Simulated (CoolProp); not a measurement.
Values from CoolProp's reference Helmholtz-energy equation of state, Penoncello 2003.

Q: Give the vapour pressure (MPa), enthalpy of vaporisation (kJ/kg), vapour Z of saturated CHF3 (R23) at -16.95, -12.45 °C.

A: 
| T (°C) | p (MPa) | enthalpy of vaporisation (kJ/kg) | vapour Z |
|---|---|---|---|
| -16.95 | 1.53 | 168 | 0.751 |
| -12.45 | 1.75 | 161 | 0.727 |
